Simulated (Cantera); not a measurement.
## Ignition delay

Mixture: 17.1 % CH3OH, 12.8 % O2, 69.3 % N2, 0.804 % CO2, equivalence ratio 2.0, at 4.64 atm, adiabatic and at constant volume. Ignition delay is the time to a rise of 400 K.

Computed with Cantera and GRI-Mech 3.0 (53 species, 325 reactions). GRI-Mech 3.0 was tuned for natural gas; its chemistry of methanol as a main component is partial and can be far from experiment.

```csv
T0 (K),delay (ms)
1223,1.61
1273,0.744
1323,0.365
1373,0.191
1423,0.105
1473,0.0610
1523,0.0370
1573,0.0235
1623,0.0154
1673,0.0105
```

```yaml
apparent activation energy between 1573 and 1673 K: 180 kJ/mol
```
